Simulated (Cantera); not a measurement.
Reactions in the system H-I

Source: NASA polynomial tables (part measured, part estimated), evaluated in Cantera. Values are per mole of reaction as written; species without (g) are pure solids or liquids, kept so even where they would boil at 1 bar.

2 HI(g) = I₂ + 2 H(g)

```csv
T (K),ΔH° (kJ),ΔS° (J/K),ΔG° (kJ),log10 K
523,411.0,2.1,409.9,-40.93
548,412.5,5.0,409.8,-39.06
573,414.0,7.7,409.6,-37.34
598,415.6,10.3,409.4,-35.76
```
